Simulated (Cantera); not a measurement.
**Reactions in the system C-H-S**

Source: NASA polynomial tables (part measured, part estimated), evaluated in Cantera. Values are per mole of reaction as written; species without (g) are pure solids or liquids, kept so even where they would boil at 1 bar.

H₂(g) + C₂H₆(g) ⇌ 2 CH₄(g)

```tsv
T (K)	ΔH° (kJ)	ΔS° (J/K)	ΔG° (kJ)	log10 K
1848	-72.2	-1.0	-70.4	1.99
1948	-71.4	-0.6	-70.3	1.88
2048	-70.6	-0.2	-70.3	1.79
2148	-69.6	0.3	-70.3	1.71
2248	-68.6	0.8	-70.3	1.63
2348	-67.4	1.3	-70.4	1.57
2448	-66.1	1.8	-70.6	1.51
```

S₂(g) + C₂H₆(g) ⇌ 2 H₂S(g) + C₂H₂(g)

```csv
T (K),ΔH° (kJ),ΔS° (J/K),ΔG° (kJ),log10 K
1848,146.5,169.1,-166.1,4.69
1948,145.7,168.7,-183.0,4.91
2048,144.9,168.3,-199.8,5.10
2148,144.1,167.9,-216.6,5.27
2248,143.2,167.5,-233.4,5.42
2348,142.3,167.1,-250.1,5.56
2448,141.4,166.8,-266.8,5.69
```

3 C₃H₈(g) ⇌ 5 CH₄(g) + 2 C₂H₂(g)

```tsv
T (K)	ΔH° (kJ)	ΔS° (J/K)	ΔG° (kJ)	log10 K
1848	383.6	518.5	-574.5	16.24
1948	383.1	518.2	-626.3	16.79
2048	382.9	518.1	-678.1	17.30
2148	382.8	518.1	-729.9	17.75
2248	383.0	518.1	-781.8	18.16
2348	383.5	518.3	-833.6	18.54
2448	384.2	518.6	-885.4	18.89
```
